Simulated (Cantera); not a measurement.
# Hydrocarbon pyrolysis for carbon deposition

An isothermal, constant-pressure homogeneous reactor starts with 14.9 % C2H6, 85.1 % N2, at 1575 K and 13300 Pa.

Computed with Cantera and GRI-Mech 3.0 (53 species, 325 reactions). GRI-Mech 3.0 stops at C3 and has no aromatics, soot or wall deposition, so with more carbon than oxygen in the feed, carbon stays in small species such as C2H2 where larger ones or solid carbon would form.

```json
[
 {"t (s)": "0.000200", "x C2H6": "0.0732", "x C2H4": "0.0462", "x CH4": "0.0197", "x C2H2": "0.00375", "x HCN": "2.04e-7"},
 {"t (s)": "0.000629", "x C2H6": "0.0117", "x C2H4": "0.0667", "x CH4": "0.0454", "x C2H2": "0.0272", "x HCN": "3.55e-7"},
 {"t (s)": "0.00198", "x C2H6": "0.000490", "x C2H4": "0.0412", "x CH4": "0.0488", "x C2H2": "0.0589", "x HCN": "3.95e-7"},
 {"t (s)": "0.00623", "x C2H6": "4.07e-5", "x C2H4": "0.0223", "x CH4": "0.0478", "x C2H2": "0.0767", "x HCN": "3.92e-7"},
 {"t (s)": "0.0196", "x C2H6": "1.55e-5", "x C2H4": "0.00817", "x CH4": "0.0466", "x C2H2": "0.0897", "x HCN": "3.87e-7"},
 {"t (s)": "0.0617", "x C2H6": "1.57e-5", "x C2H4": "0.000846", "x CH4": "0.0448", "x C2H2": "0.0969", "x HCN": "3.86e-7"},
 {"t (s)": "0.194", "x C2H6": "1.30e-5", "x C2H4": "0.000518", "x CH4": "0.0401", "x C2H2": "0.0989", "x HCN": "3.92e-7"},
 {"t (s)": "0.612", "x C2H6": "7.57e-6", "x C2H4": "0.000474", "x CH4": "0.0298", "x C2H2": "0.103", "x HCN": "4.09e-7"},
 {"t (s)": "1.92", "x C2H6": "2.28e-6", "x C2H4": "0.000452", "x CH4": "0.0154", "x C2H2": "0.109", "x HCN": "4.54e-7"},
 {"t (s)": "6.06", "x C2H6": "3.58e-7", "x C2H4": "0.000464", "x CH4": "0.00553", "x C2H2": "0.112", "x HCN": "5.36e-7"},
 {"t (s)": "19.1", "x C2H6": "9.01e-8", "x C2H4": "0.000474", "x CH4": "0.00230", "x C2H2": "0.114", "x HCN": "6.46e-7"},
 {"t (s)": "60.0", "x C2H6": "7.22e-8", "x C2H4": "0.000475", "x CH4": "0.00191", "x C2H2": "0.114", "x HCN": "8.70e-7"}
]
```
x: mole fraction; the columns are a selection and need not sum to one.

Equilibrium at this temperature and pressure: C2H6 4.01e-8, C2H4 0.000263, CH4 0.00143, C2H2 0.0628, HCN 0.103 (gas phase only).
